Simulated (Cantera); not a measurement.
Carbon deposition, reforming and gasification: acetone + O2

Input: 1 mol acetone, 0.29 mol O2, held at 1623.15 K.

Equilibrium computed with Cantera from the NASA thermochemical tables; the gas is ideal and each condensed phase is pure. Candidate condensed phases: C, C6H6, C7H8, C8H18, H2O; 110 gas species. The feed counts by its element totals alone. The ideal-gas law is rough above about 30 bar. Equilibrium is a limit: real reactors are often held back by kinetics, nucleation or transport.

```
P (Pa)     x H2   x CO     x CH4    x H2O       x H     x CO2    x C2H4  n C(graphite)
--------  -----  -----  --------  -------  --------  --------  --------  -------------
10        0.650  0.344   6.27e-8  1.69e-8   0.00558   2.89e-9  1.35e-10           1.42
160       0.654  0.345   1.01e-6  2.73e-7   0.00140   4.64e-8   2.18e-9           1.42
2500      0.655  0.345   1.59e-5  4.27e-6  0.000354   7.26e-7   3.41e-8           1.42
40000     0.655  0.345  0.000254  6.83e-5   8.86e-5   1.16e-5   5.45e-7           1.42
630000    0.649  0.345   0.00394  0.00107   2.22e-5  0.000183   8.46e-6           1.41
10000000  0.584  0.348    0.0505   0.0153   5.29e-6   0.00295  0.000108           1.28
```
x: gas mole fraction; n: condensed amount in mol.

From 10.0 Pa to 100 bar the condensed part is C(graphite). The main C-bearing gas is CO throughout.
